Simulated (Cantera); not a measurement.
Input: 1 mol Si3N4, 44 mol Cl2, 26 mol H2, held at 1750 °C and 270 Torr.

Cantera equilibrium calculation (NASA polynomials, part measured and part estimated; ideal gas, pure solids and liquids). Candidate condensed phases: NH4Cl, Si, Si3N4; 28 gas species. The tables' values for SiCl3 are old estimates; treat these amounts as uncertain. Equilibrium is a limit: real reactors are often held back by kinetics, nucleation or transport.

Base state: HCl 0.661, Cl 0.243, SiCl4 0.0355, Cl2 0.0327, N2 0.0254, SiCl3 0.00244, SiCl2 0.000186, H2 4.11e-5 (mole fractions); condensed: gas only.

### Question
What changes in the equilibrium state with this change: temperature from 1750 °C to 1327 °C?

### Answer
| species | before | after |
|---|---|---|
| HCl | 0.661 | 0.728 |
| Cl2 | 0.0327 | 0.135 |
| Cl | 0.243 | 0.0672 |
| SiCl4 | 0.0355 | 0.0420 |
| N2 | 0.0254 | 0.0280 |
| SiCl2 | 0.000186 | 2.90e-8 |
| H | 2.03e-5 | 7.04e-8 |

### Question
What changes in the equilibrium state with this change: pressure from 270 Torr to 3.60 Torr?

### Answer
```tsv
species	before	after
HCl	0.661	0.599
Cl	0.243	0.340
SiCl2	0.000186	0.0265
SiCl4	0.0355	0.00176
Cl2	0.0327	0.000854
N2	0.0254	0.0232
SiCl	1.96e-9	1.49e-5
H	2.03e-5	0.000987
H2	4.11e-5	0.00129
SiCl3	0.00244	0.00649
```
The tables' values for SiCl3, SiCl are old estimates; treat these amounts as uncertain.
